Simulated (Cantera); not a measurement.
An isothermal, constant-pressure homogeneous reactor starts with C2H6 : N2 = 1 : 6.7 (molar parts), at 1425 K and 1.95 Torr. Integrator tolerance rtol = 1e-08.

Cantera simulation using GRI-Mech 3.0 (53 species, 325 reactions); the numbers are that mechanism's predictions, not measurements. GRI-Mech 3.0 stops at C3 and has no aromatics, soot or wall deposition, so with more carbon than oxygen in the feed, carbon stays in small species such as C2H2 where larger ones or solid carbon would form. Radical loss at walls, strong at low pressure, is not modelled.

| quantity | before | after |
|---|---|---|
| x(C2H6) at 7.00 s | 2.95e-6 (gas-phase equilibrium 1.64e-10) | 4.32e-6 (gas-phase equilibrium 1.21e-7) |
| x(H) at 7.00 s | 1.68e-5 (gas-phase equilibrium 6.11e-5) | 6.68e-6 (gas-phase equilibrium 1.14e-5) |
| x(C2H) at 7.00 s | 1.12e-8 (gas-phase equilibrium 2.00e-8) | 4.22e-9 (gas-phase equilibrium 3.72e-9) |
| x(C2H2) at 7.00 s | 0.0839 (gas-phase equilibrium 0.0583) | 0.0894 (gas-phase equilibrium 0.0570) |
| x(CH3) at 7.00 s | 0.000106 (gas-phase equilibrium 6.94e-7) | 2.69e-5 (gas-phase equilibrium 3.56e-6) |
| x(CH2) at 7.00 s | 8.81e-9 (gas-phase equilibrium 1.54e-10) | 8.13e-10 (gas-phase equilibrium 1.51e-10) |

Task: Which change was made?
A. temperature 1425 to 1275 K
B. pressure from 1.95 Torr to 375 Torr
C. pressure from 1.95 Torr to 54.8 Torr
D. temperature 1425 to 1850 K

Result: C, pressure from 1.95 Torr to 54.8 Torr
